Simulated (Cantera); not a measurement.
What does this Cantera script print?

```python
import numpy as np
import cantera as ct

gas_names = """
    C CH CH2 CH3 CH2OH CH3O CH4 CH3OH CO COS CO2 COOH CS CS2 C2 C2H CHCO,ketyl C2H2,acetylene
    C2H2,vinylidene CH2CO,ketene C2H3,vinyl CH3CO,acetyl C2H4 C2H4O,ethylen CH3CHO,ethanal CH3COOH
    (HCOOH)2 C2H5 C2H6 CH3OCH3 C2H5OH C2O C3 C3H3,propargyl C3H4,allene C3H4,propyne C3H4,cyclo-
    C3H5,allyl C3H6,propylene C3H6,cyclo- C3H6O C3H7,n-propyl C3H7,i-propyl C3H8 C3H8O,1propanol
    C3H8O,2propanol C3O2 C4 C4H2 C4H4,1,3-cyclo- C4H6,butadiene C4H6,2-butyne C4H6,cyclo- C4H8,1-butene
    C4H8,cis2-buten C4H8,tr2-butene C4H8,isobutene C4H8,cyclo- (CH3COOH)2 C4H9,n-butyl C4H9,i-butyl
    C4H9,s-butyl C4H9,t-butyl C4H10,isobutane C4H10,n-butane C5 C5H6,1,3cyclo- C5H8,cyclo-
    C5H10,1-pentene C5H10,cyclo- C5H11,pentyl C5H11,t-pentyl C5H12,n-pentane C5H12,i-pentane
    CH3C(CH3)2CH3 C6H2 C6H5,phenyl C6H5O,phenoxy C6H6 C6H5OH,phenol C6H10,cyclo- C6H12,1-hexene
    C6H12,cyclo- C6H13,n-hexyl C7H7,benzyl C7H8 C7H8O,cresol C7H14,1-heptene C7H15,n-heptyl
    C7H16,n-heptane C8H8,styrene C8H10,ethylbenz C8H16,1-octene C8H17,n-octyl C8H18,isooctane
    C8H18,n-octane C9H19,n-nonyl C10H8,naphthale C10H21,n-decyl C12H9,o-bipheny C12H10,bipheny H HCO HO2
    H2 HCHO,formaldehy HCOOH H2O H2O2 H2S H2SO4 O OH O2 O3 S SH SO SO2 SO3 S2 S2O S8
""".split()
cond_names = """
    C(gr) C6H6(L) C7H8(L) C8H18(L),n-octa H2O(s) H2O(L) H2SO4(L) S(cr1) S(cr2) S(L)
""".split()


def load(file, names, dense=False):
    # The tables refer to 1 bar. Condensed volumes are neglected.
    table = {s.name: s for s in ct.Species.list_from_file(file)}
    out = []
    for n in names:
        d = dict(table[n].input_data)
        d["thermo"] = dict(d["thermo"], **{"reference-pressure": 1e5})
        if dense:
            d["equation-of-state"] = {"model": "constant-volume", "density": "1e6 g/cm^3"}
        out.append(ct.Species.from_dict(d))
    return out


gas = ct.Solution(thermo="ideal-gas", species=load("nasa_gas.yaml", gas_names))
cond = {s.name: ct.Solution(thermo="fixed-stoichiometry", species=[s], name=s.name)
        for s in load("nasa_condensed.yaml", cond_names, dense=True)}
atoms = {
    'CS2': {'C': 1, 'S': 2},
    'H2': {'H': 2},
    'O2': {'O': 2},
}
top_T = {'C(gr)': 4500}  # K; cautious upper limits of use, not melting points


def equilibrate(T, P, feed):
    n = {}
    for name, mol in feed.items():
        for a, k in atoms[name].items():
            n[a] = n.get(a, 0.0) + k * mol
    gas.TPX = T, P, n
    mass = sum(n.values()) * gas.mean_molecular_weight
    gas.equilibrate("TP")
    valid = [c for c in cond.values() if c.min_temp <= T <= top_T.get(c.name, c.max_temp)]
    mix = ct.Mixture([(gas, mass / gas.mean_molecular_weight)] + [(c, 0.0) for c in valid])
    mix.T, mix.P = T, P
    mix.equilibrate("TP", solver="vcs", rtol=1e-11, max_steps=5000)
    return mix


results = []
feed = {'CS2': 1, 'H2': 0.67, 'O2': 0.063}  # mol
T = 2798.15  # K
P = 13332.2  # Pa
mix = equilibrate(T, P, feed)
results.append((T, P, feed, dict(zip(mix.species_names, mix.species_moles))))
x = sorted(zip(gas.X, gas.species_names), reverse=True)
print(f"T = {T:g} K  P = {P:g} Pa  gas = {mix.phase_moles(0):.4g} mol")
print("   x: " + "  ".join(f"{s} {v:.3e}" for v, s in x if v > 0.001))
print("   condensed (mol): " + ("  ".join(f"{mix.phase(i).name} {mix.phase_moles(i):.4g}"
      for i in range(1, mix.n_phases) if mix.phase_moles(i) > 1e-12) or "none"))
```

Result:

```
T = 2798.15 K  P = 13332.2 Pa  gas = 2.464 mol
   x: CS 3.169e-01  H2 1.992e-01  S 1.294e-01  S2 1.236e-01  H 9.936e-02  CO 5.110e-02  SH 3.954e-02  CS2 3.770e-02  H2S 3.203e-03
   condensed (mol): none
```

Cantera equilibrium calculation (NASA polynomials, part measured and part estimated; ideal gas, pure solids and liquids).
